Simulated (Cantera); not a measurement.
A perfectly stirred reactor is fed with NH₃ : H₂ = 1 : 2 (molar parts), at 645 Torr; it is held at 1625 K, and followed from long to short residence time.

Model: the gas-phase N/H chemistry of the illustrative SiF4/NH3 mechanism in the Surface Chemkin manual (1991), integrated in Cantera. Walls and surfaces, which speed up NH3 decomposition in real reactors, are not modelled.

### Question
What does this change do: temperature 1625 to 1848 K?

### Answer
| quantity | before | after |
|---|---|---|
| x(NH₃) at τ = 2.10 s | 0.281 | 0.0611 |
| x(H₂) at τ = 2.10 s | 0.699 | 0.836 |
| x(NH) at τ = 2.10 s | 1.97e-7 | 1.42e-6 |
| x(N₂H₄) at τ = 2.10 s | 3.38e-8 | 8.29e-9 |
| x(NH₂) at τ = 2.10 s | 4.39e-5 | 7.39e-5 |
| x(NH₃) at τ = 47.0 ms | 0.332 | 0.288 |
| x(H₂) at τ = 47.0 ms | 0.668 | 0.694 |
| x(NH) at τ = 47.0 ms | 2.09e-7 | 2.87e-6 |
| x(N₂H₄) at τ = 47.0 ms | 4.26e-8 | 8.12e-8 |
| x(NH₂) at τ = 47.0 ms | 4.93e-5 | 0.000231 |
